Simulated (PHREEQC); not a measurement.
# Copper plating or etch bath: speciation

Consider water at 50 °C with 75 mmol/kgw CuSO4 and 60 mmol/kgw NaCl. Closed to the air; pH follows from the charge balance.

All values are PHREEQC results (ion-association model, phreeqc.dat), not measurements.

This is a speciation only: nothing precipitates in the calculation.

Task: What pH, specific conductance does the model give?

Result: pH 4.32; specific conductance 19600 µS/cm.

Task: In which forms is Cl present?

Result: Cl- 91 %, CuCl+ 9.0 % of the Cl.

At this temperature some constants are extrapolated from 25 °C, and those without enthalpy data are left unchanged.
